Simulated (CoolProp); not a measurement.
n-perfluorobutane along the isobar 2.55 MPa: Z from the reference equation and from simpler models built on Tc = 113.2 °C, pc = 2.322 MPa, ω = 0.372; each cubic takes its own stable root.

Values from CoolProp's reference Helmholtz-energy equation of state, Gao 2022.

| T (°C) | phase | reference |
|---|---|---|
| 44.25 | liquid | 0.1599 |
| 53.75 | liquid | 0.1598 |
| 63.15 | liquid | 0.1603 |
| 72.65 | liquid | 0.1616 |
| 82.15 | liquid | 0.1641 |
| 91.55 | liquid | 0.1685 |
| 101.05 | liquid | 0.1765 |
| 110.55 | liquid | 0.1947 |
| 120.05 | supercritical | 0.3915 |
| 129.45 | supercritical | 0.5428 |
| 138.95 | supercritical | 0.6175 |
| 148.45 | supercritical | 0.6696 |
| 157.95 | supercritical | 0.7099 |
| 167.35 | supercritical | 0.7423 |
| 176.85 | supercritical | 0.7698 |

Problem. How far does each simpler model (Redlich-Kwong, Soave-Redlich-Kwong, Peng-Robinson) lie from the reference over these 15 states: mean and median of the absolute difference, and the worst?

Solution. 
- Redlich-Kwong: mean 12.1 %, median 13.5 %, worst +24.1 % at 110.55 °C and 2.55 MPa
- Soave-Redlich-Kwong: mean 7.9 %, median 7.3 %, worst +22.2 % at 110.55 °C and 2.55 MPa
- Peng-Robinson: mean 3.3 %, median 2.8 %, worst +10.2 % at 110.55 °C and 2.55 MPa
